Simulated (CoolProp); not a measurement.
Vapour-liquid equilibrium of carbonyl sulfide (1) + propane (2) at 0.00562 MPa; x and y are mole fractions of (1).

Computed with CoolProp (multi-fluid Helmholtz-energy mixture model, Lemmon 2006 and Lemmon 2009; pair parameters Bell 2016).

```tsv
x	bubble temperature, mixture model (°C)	bubble temperature, Raoult's law (°C)	y, mixture model	y, Raoult's law
0.05	…	-92.2	0.093	0.076
0.15	-93.4	-92.9	…	0.217
0.25	-94.1	-93.6	0.358	0.345
0.35	…	-94.2	0.460	0.460
0.45	-95.2	-94.8	0.554	0.564
0.55	-95.7	-95.4	0.643	0.659
0.65	…	-95.9	…	0.747
0.75	-96.6	-96.4	0.813	0.827
0.85	-97.0	-97.0	…	0.900
0.95	…	-97.4	0.966	0.968
```

Question: Fill in the missing entries.

Answer: 
- 0.05, bubble temperature, mixture model (°C): -92.4
- 0.15, y, mixture model: 0.240
- 0.35, bubble temperature, mixture model (°C): -94.7
- 0.65, bubble temperature, mixture model (°C): -96.2
- 0.65, y, mixture model: 0.730
- 0.85, y, mixture model: 0.893
- 0.95, bubble temperature, mixture model (°C): -97.5

The largest gap from Raoult's law is -0.5 K in bubble temperature, at x = 0.25. No azeotrope shows between x = 0.05 and 0.95.

The pair parameters rest on a limited set of measurements; away from them the model extrapolates.
